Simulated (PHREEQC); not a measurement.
Model water analysis in mg/kgw, 15 °C, pH 7.29, pe 12.5:

```tsv
constituent	mg/kgw
Na	61.9
K	73.8
Ca	7.79
Mg	4.65
Cl	146
S(6) as SO4	2.27
Alkalinity as HCO3	79.7
Cd	0.475
B	0.0154
```

Na is adjusted to close the charge balance.
Valence states are taken as typed.

The numbers come from PHREEQC with the ion-association model, wateq4f.dat.

Question: The ionic strength comes out as 0.00587 mol/kgw. What activity coefficients do Na+, HCO3-, Cl-, CaHCO3+, Ca+2 get?

Answer: Na+ 0.92, HCO3- 0.92, Cl- 0.92, CaHCO3+ 0.93, Ca+2 0.73.

Precipitation was switched off in this run. Saturation is exceeded, for instance for Otavite; the values hold only as long as no solid forms. Species that the database lacks are ignored.
